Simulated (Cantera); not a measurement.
Charge: 1 mol MgO, 0.55 mol SO₃, 2.3 mol H₂O, held at 975 K and 640000 Pa.

These are equilibrium values from Cantera (NASA tables, ideal gas, pure condensed phases), not measurements of a reactor. Candidate condensed phases: H₂O, H₂SO₄, Mg, MgO, Mg(OH)₂, MgS, MgSO₄, S; 26 gas species. Equilibrium is a limit: real reactors are often held back by kinetics, nucleation or transport.

Base state: H₂O 1.000, SO₂ 1.82e-5 (mole fractions); condensed: MgO(s) + MgSO₄(s).

Problem. What changes in the equilibrium state with this change: pressure from 640000 Pa to 1330 Pa?

Solution. 
| species | before | after |
|---|---|---|
| H₂O | 1.000 | 0.987 |
| SO₂ | 1.82e-5 | 0.00872 |
| O₂ | 9.08e-6 | 0.00436 |
| SO₃ | 3.38e-7 | 0.000162 |
| MgO(s), mol | 0.450 | 0.471 |
| MgSO₄(s), mol | 0.550 | 0.529 |
